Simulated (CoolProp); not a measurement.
The numbers come from the reference Helmholtz-energy equation of state, Span 2003 in CoolProp. It is a short technical equation, of lower accuracy than the large ones.

For n-heptane, give the phase and the viscosity (µPa s), conductivity (mW/(m K)) at 398.8 K and 0.333 bar.


- 398.8 K and 0.333 bar: gas; viscosity 7.80, conductivity 21.5

Viscosity comes from a separate model (Michailidou 2014). Thermal conductivity comes from a separate model (Assael 2013).
